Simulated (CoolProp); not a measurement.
The fluid at 430.32 K and 0.318 MPa expands adiabatically to 0.0275 MPa with isentropic efficiency 0.7. The same conditions are run with several fluids, on thermodynamics alone (safety and materials aside).

Values from CoolProp's reference Helmholtz-energy equation of state of each fluid (chlorine: Thol 2021; R152A: Outcalt 1996; R22: Kamei 1995; sulfur dioxide: Gao 2016; dry air: Lemmon 2000). Blends and air are pseudo-pure fits.

Question: Rank chlorine, R152A, R22, sulfur dioxide, dry air by work (kJ/kg), highest first.

Answer: dry air (152), R152A (81.3), sulfur dioxide (75.1), chlorine (64.7), R22 (60.3)

```csv
fluid,final temperature (K),final density (kg/m³)
chlorine,295.4,0.797
R152A,362.6,0.604
R22,347.7,0.824
sulfur dioxide,313.8,0.678
dry air,279.1,0.343
```
